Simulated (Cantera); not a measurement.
Transport properties of process gases

Gas mixture: 100 % O2, at 0.00660 bar, frozen composition.

Cantera's kinetic-theory transport with the Lennard-Jones parameters of GRI-Mech 3.0, ideal gas; thermal conductivity in the mixture-averaged form.

| T (K) | ρ (kg/m³) | cp (J/kg/K) | μ (µPa s) | λ (mW/m/K) | Pr | D (cm²/s) OH | D (cm²/s) CO2 | D (cm²/s) N2 |
|---|---|---|---|---|---|---|---|---|
| 400 | 0.00635 | 941.4 | 25.6 | 33.9 | 0.713 | 81.8 | 40.5 | 53.0 |
| 600 | 0.00423 | 1003 | 34.1 | 48.2 | 0.709 | 163 | 83.0 | 106 |
| 800 | 0.00317 | 1055 | 41.4 | 61.4 | 0.710 | 264 | 136 | 172 |
| 1000 | 0.00254 | 1090 | 47.9 | 73.6 | 0.710 | 383 | 199 | 250 |
| 1200 | 0.00212 | 1114 | 54.0 | 84.9 | 0.708 | 519 | 271 | 339 |
| 1400 | 0.00181 | 1134 | 59.7 | 95.7 | 0.707 | 671 | 350 | 438 |
| 1600 | 0.00159 | 1151 | 65.1 | 106 | 0.707 | 837 | 438 | 546 |
D: mixture-averaged diffusion coefficient of that species in the mixture.
